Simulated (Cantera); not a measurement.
Input: 1 mol CH2F2, 0.08 mol HCl, at 13.3 mbar.

Method: chemical equilibrium by Gibbs-energy minimisation in Cantera with the NASA 1993 tables (ideal gas, pure condensed phases). Candidate condensed phases: C, C6H6, C7H8, C8H18; 118 gas species. The numbers say what is thermodynamically allowed, not how fast it happens. All values below are at 2175 K.

Base state: HF 0.954, HCl 0.0263, Cl 0.0118, H2 0.00470, H 0.00290, F 0.000465, C2H2 (acetylene) 1.05e-5 (mole fractions); condensed: C(graphite).

### Question
What changes in the equilibrium state with this change: HCl from 0.08 to 0.026 mol?

### Answer
| species | before | after |
|---|---|---|
| HF | 0.954 | 0.983 |
| HCl | 0.0263 | 0.00758 |
| Cl | 0.0118 | 0.00520 |
| CF2 | 4.42e-6 | 1.09e-5 |
| C2H2 (acetylene) | 1.05e-5 | 4.52e-6 |
| C(graphite), mol | 1.000 | 1.000 |

### Question
What changes in the equilibrium state with this change: HCl from 0.08 to 0.62 mol?

### Answer
```csv
species,before,after
HF,0.954,0.745
HCl,0.0263,0.188
Cl,0.0118,0.0427
H2,0.00470,0.0185
Cl2,1.00e-6,1.30e-5
C2H2 (acetylene),1.05e-5,4.13e-5
"C(graphite), mol",1.000,1.000
```
